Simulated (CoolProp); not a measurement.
Vapour-liquid equilibrium of n-octane (1) + ethylbenzene (2) at 0.363 bar; x and y are mole fractions of (1).

Values from CoolProp's multi-fluid Helmholtz-energy mixture model, Beckmüller 2019 and Zhou 2012; pair parameters Bell 2016.

Q: Give the bubble temperature and the first vapour's composition at x = 0.15, 0.55, 0.65. Is there an azeotrope?

A: x = 0.15: 371.9 K, y = 0.223; x = 0.55: 367.5 K, y = 0.618; x = 0.65: 366.8 K, y = 0.700. No azeotrope shows between x = 0.05 and 0.95.

Pair parameters are fitted to limited data, so mixtures are less certain than the pure fluids.
